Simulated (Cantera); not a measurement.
Feed: 1 mol Si3N4, 1.2 mol H2O, 9.7 mol H2, 0.0037 mol O2, held at 1.30 mbar.

Equilibrium computed with Cantera from the NASA thermochemical tables; the gas is ideal and each condensed phase is pure. Candidate condensed phases: H2O, Si, SiO2, Si2N2O, Si3N4; 35 gas species. Mutual solubility and eutectic melting of coexisting phases are not modelled. Gases not in the tables: Si2H6 and higher silanes. Kinetics and transport are ignored.

**Question.** Which condensed phases are stable at each of these points (T (K)): 1173, 1248, 1323, 1398, 1473, 1548, 1623, 1698, 1773, 1848, 1923, 1998?

**Answer.** 
| T (K) | condensed phases | Si condensed (%) |
|---|---|---|
| 1173 | Si2N2O(s) + Si3N4(s) | 100.0 |
| 1248 | Si2N2O(s) + Si3N4(s) | 100.0 |
| 1323 | Si2N2O(s) + Si3N4(s) | 100.0 |
| 1398 | Si2N2O(s) + Si3N4(s) | 100.0 |
| 1473 | Si2N2O(s) + Si3N4(s) | 99.9 |
| 1548 | Si(s) + Si2N2O(s) | 98.9 |
| 1623 | Si(s) + Si2N2O(s) | 84.8 |
| 1698 | Si(l) | 59.5 |
| 1773 | Si(l) | 58.9 |
| 1848 | Si(l) | 57.3 |
| 1923 | Si(l) | 53.0 |
| 1998 | Si(l) | 42.5 |

From 1173 K to 1473 K the condensed part is Si2N2O(s) + Si3N4(s). From 1548 K to 1623 K the condensed part is Si(s) + Si2N2O(s). From 1698 K to 1998 K the condensed part is Si(l).
